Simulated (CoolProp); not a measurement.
A closed Brayton cycle with dry air: compressor inlet 328.15 K and 3.3 MPa, high pressure 9.21 MPa, turbine inlet 630 K, compressor efficiency 0.89, turbine efficiency 0.9, recuperator effectiveness 0.9 (on enthalpy, no pinch check). Each further row changes one setting.

Model: reference Helmholtz-energy equation of state, Lemmon 2000, in CoolProp. It is a pseudo-pure fit of the blend.

| case | thermal efficiency (%) | net work (kJ/kg) | compressor to turbine work | compressor exit (K) | turbine exit (K) |
|---|---|---|---|---|---|
| as stated | 13.2 | 20.5 | 0.86 | 454.5 | 489.3 |
| turbine inlet 580 K | 6.2 | 8.40 | 0.94 | 454.5 | 449.2 |
| compressor inlet 338.15 K | 10.7 | 16.5 | 0.89 | 468.1 | 489.3 |
| high pressure 7.83 MPa | 16.3 | 22.7 | 0.82 | 432.1 | 509.3 |
| recuperator effectiveness 0.5 | 12.0 | 20.5 | 0.86 | 454.5 | 489.3 |
